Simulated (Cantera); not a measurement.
Feed: 1 mol SiC, 0.15 mol Si, 0.28 mol N₂, at 0.525 Torr.

Method: chemical equilibrium by Gibbs-energy minimisation in Cantera with the NASA 1993 tables (ideal gas, pure condensed phases). Candidate condensed phases: C, Si, SiC, Si₃N₄; 20 gas species. The numbers say what is thermodynamically allowed, not how fast it happens.

Which condensed phases are stable at each of these points (T (K)): 2523, 2598, 2673, 2748, 2823, 2898, 2973?


| T (K) | condensed phases | Si condensed (%) |
|---|---|---|
| 2523 | C(graphite) | 0.0 |
| 2598 | C(graphite) | 0.0 |
| 2673 | C(graphite) | 0.0 |
| 2748 | C(graphite) | 0.0 |
| 2823 | gas only | 0.0 |
| 2898 | gas only | 0.0 |
| 2973 | gas only | 0.0 |

From 2523 K to 2748 K the condensed part is C(graphite). From 2823 K to 2973 K nothing is condensed.
